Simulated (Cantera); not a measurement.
An isothermal, constant-pressure homogeneous reactor starts with 45.5 % C₃H₈, 54.5 % H₂, at 1350 K and 48.0 Torr.

Cantera simulation using GRI-Mech 3.0 (53 species, 325 reactions); the numbers are that mechanism's predictions, not measurements. GRI-Mech 3.0 was tuned for natural gas; its chemistry of propane as a main component is partial and can be far from experiment. GRI-Mech 3.0 stops at C3 and has no aromatics, soot or wall deposition, so with more carbon than oxygen in the feed, carbon stays in small species such as C2H2 where larger ones or solid carbon would form.

Predict: x(C₃H₈) at 50.0 s; x(H₂) at 50.0 s; x(C₂H) at 50.0 s; x(CH₃) at 50.0 s; x(C₂H₄) at 50.0 s; x(C₂H₂) at 50.0 s.


| Item | Value |
|---|---|
| x(C₃H₈) at 50.0 s | 1.47e-8 (gas-phase equilibrium 1.32e-8) |
| x(H₂) at 50.0 s | 0.579 (gas-phase equilibrium 0.640) |
| x(C₂H) at 50.0 s | 1.39e-9 (gas-phase equilibrium 2.05e-9) |
| x(CH₃) at 50.0 s | 2.76e-5 (gas-phase equilibrium 2.01e-5) |
| x(C₂H₄) at 50.0 s | 0.0137 (gas-phase equilibrium 0.0158) |
| x(C₂H₂) at 50.0 s | 0.244 (gas-phase equilibrium 0.259) |
